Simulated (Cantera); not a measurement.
## Thermodynamics of silicon carbide growth, feed SiCl₄ + CH₄ + H₂

Charge: 1 mol SiCl₄, a varied amount of CH₄, 7.1 mol H₂, equilibrated at 1423.15 K and 0.00133 bar.

These are equilibrium values from Cantera (NASA tables, ideal gas, pure condensed phases), not measurements of a reactor. Candidate condensed phases: C, C₆H₆, C₇H₈, C₈H₁₈, Si, SiC; 109 gas species. The tables' values for SiCl₃ are old estimates; treat these amounts as uncertain. Equilibrium is a limit: real reactors are often held back by kinetics, nucleation or transport.

From 0.029 mol CH₄ to 0.72 mol CH₄ the condensed part is SiC(s). From 1 mol CH₄ to 2.1 mol CH₄ the condensed part is C(graphite) + SiC(s). The main Si-bearing gas is SiCl₂ throughout. The share of Si in condensed phases is highest at 2.1 mol CH₄ (97.2 %) and lowest at 0.029 mol CH₄ (2.9 %).

```tsv
n(CH₄) (mol)	log p H₂	log p HCl	log p SiCl₂	log p SiCl₃	log p SiCl₄	log p SiHCl₃	log p H	log p Cl	n SiC(s)	n C(graphite)
0.029	-3.05	-3.53	-3.87	-5.26	-6.05	-6.67	-6.70	-7.27	0.0290	0
0.041	-3.05	-3.53	-3.88	-5.26	-6.04	-6.67	-6.70	-7.27	0.0410	0
0.059	-3.05	-3.52	-3.89	-5.26	-6.04	-6.68	-6.70	-7.26	0.0590	0
0.084	-3.05	-3.52	-3.90	-5.27	-6.04	-6.68	-6.70	-7.25	0.0840	0
0.12	-3.05	-3.50	-3.92	-5.28	-6.04	-6.69	-6.70	-7.24	0.120	0
0.17	-3.05	-3.49	-3.95	-5.29	-6.04	-6.71	-6.70	-7.23	0.170	0
0.24	-3.05	-3.47	-4.00	-5.32	-6.04	-6.74	-6.70	-7.21	0.240	0
0.35	-3.05	-3.44	-4.08	-5.37	-6.06	-6.79	-6.70	-7.18	0.350	0
0.5	-3.06	-3.41	-4.21	-5.46	-6.12	-6.88	-6.71	-7.14	0.500	0
0.72	-3.06	-3.36	-4.48	-5.69	-6.31	-7.11	-6.71	-7.10	0.720	0
1	-3.07	-3.33	-5.38	-6.55	-7.13	-7.98	-6.71	-7.06	0.962	0.0374
1.5	-3.05	-3.36	-5.47	-6.69	-7.31	-8.10	-6.70	-7.10	0.967	0.533
2.1	-3.03	-3.40	-5.57	-6.84	-7.51	-8.24	-6.69	-7.15	0.972	1.13
```
log p: log10 of the partial pressure in bar; n: condensed amount in mol.
